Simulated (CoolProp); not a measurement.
The fluid at 293.15 K and 0.281 MPa flows at 20 m/s in a round tube of 50 mm bore and 15 µm roughness, fully developed (64/Re and Nu = 3.66 if laminar; Colebrook and Gnielinski if turbulent). The same conditions are run with several fluids, on thermodynamics alone (safety and materials aside).

Computed with CoolProp (reference Helmholtz-energy equation of state of each fluid (ammonia: Gao 2020; R152A: Outcalt 1996; R13: Platzer 1990; propylene: Lemmon 2013; ethane: Bücker 2006)). The equations of Platzer and Polt are older, rougher fits.

Q: Rank ammonia, R152A, R13, propylene, ethane by Reynolds number, highest first.

A: R13 (875000), R152A (744000), propylene (603000), ethane (383000), ammonia (206000)

```json
[
 {"fluid": "ammonia", "Darcy friction factor": "0.0177", "pressure drop (Pa/m)": "143", "heat-transfer coefficient (W/(m² K))": "214", "mass flow (kg/h)": "287"},
 {"fluid": "R152A", "Darcy friction factor": "0.0159", "pressure drop (Pa/m)": "518", "heat-transfer coefficient (W/(m² K))": "376", "mass flow (kg/h)": "1150"},
 {"fluid": "R13", "Darcy friction factor": "0.0158", "pressure drop (Pa/m)": "780", "heat-transfer coefficient (W/(m² K))": "350", "mass flow (kg/h)": "1750"},
 {"fluid": "propylene", "Darcy friction factor": "0.0161", "pressure drop (Pa/m)": "326", "heat-transfer coefficient (W/(m² K))": "349", "mass flow (kg/h)": "717"},
 {"fluid": "ethane", "Darcy friction factor": "0.0166", "pressure drop (Pa/m)": "236", "heat-transfer coefficient (W/(m² K))": "282", "mass flow (kg/h)": "501"}
]
```

Transport values come from each fluid's own correlations; those of R152A, R13, propylene are estimates that may be off by 10 % or more.
